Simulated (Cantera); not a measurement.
Input: 1 mol Fe2O3, 0.47 mol H2S, 24 mol N2, equilibrated at 775 K and 1000 Pa.

Cantera equilibrium calculation (NASA polynomials, part measured and part estimated; ideal gas, pure solids and liquids). Candidate condensed phases: Fe, FeO, Fe(OH)2, Fe(OH)3, FeS, FeSO4, FeS2, Fe2O3, Fe2(SO4)3, Fe3O4, H2O, H2SO4, S; 38 gas species. FeS: taken at fixed stoichiometry. Gases not in the tables: S3 to S7. The numbers say what is thermodynamically allowed, not how fast it happens.

Base state: N2 0.975, H2O 0.0189, SO2 0.00575, S2 0.000262, H2S 0.000150, H2 3.00e-5 (mole fractions); condensed: FeS(s) + Fe3O4(s).

Question: What changes in the equilibrium state with this change: H2S from 0.47 to 1.4 mol?

Answer: 
```csv
species,before,after
N2,0.975,0.936
H2O,0.0189,0.0541
SO2,0.00575,0.00903
H2S,0.000150,0.000448
H2,3.00e-5,7.49e-5
S2,0.000262,0.000376
"FeS(s), mol",0.312,1.14
"Fe3O4(s), mol",0.563,0.288
```

Question: What changes in the equilibrium state with this change: temperature from 775 K to 1500 K?

Answer: 
```
species         before     after
-------------  -------  --------
N2               0.975     0.965
H2O             0.0189    0.0145
SO2            0.00575    0.0125
SO             2.87e-8  0.000696
S                <1e-9   2.13e-5
H                <1e-9   1.16e-5
FeS(s), mol      0.312         0
Fe3O4(s), mol    0.563         0
FeO(s), mol          0      2.00
```
The tables' stoichiometric FeO is somewhat more stable than real wüstite, so its field is too wide. FeO: taken at fixed stoichiometry.
